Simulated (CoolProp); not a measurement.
Vapour-liquid equilibrium of neopentane (1) + n-pentane (2) at 0.0837 MPa; x and y are mole fractions of (1).

Model: multi-fluid Helmholtz-energy mixture model, Lemmon 2006 and Thol 2019; pair parameters Bell 2016, in CoolProp.

```tsv
x	bubble temperature, mixture model (K)	bubble temperature, Raoult's law (K)	y, mixture model	y, Raoult's law
0.05	301.7	301.8	0.114	0.115
0.15	298.0	298.1	0.304	0.307
0.25	294.6	294.8	0.455	0.460
0.35	291.6	291.8	0.577	0.583
0.45	288.9	289.1	0.676	0.683
0.55	286.4	286.6	0.758	0.766
0.65	284.2	284.3	0.827	0.834
0.75	282.1	282.2	0.886	0.892
0.85	280.1	280.2	0.936	0.940
0.95	278.3	278.3	0.980	0.982
```

The largest gap from Raoult's law is -0.2 K in bubble temperature, at x = 0.35. No azeotrope shows between x = 0.05 and 0.95.

The pair parameters rest on a limited set of measurements; away from them the model extrapolates.
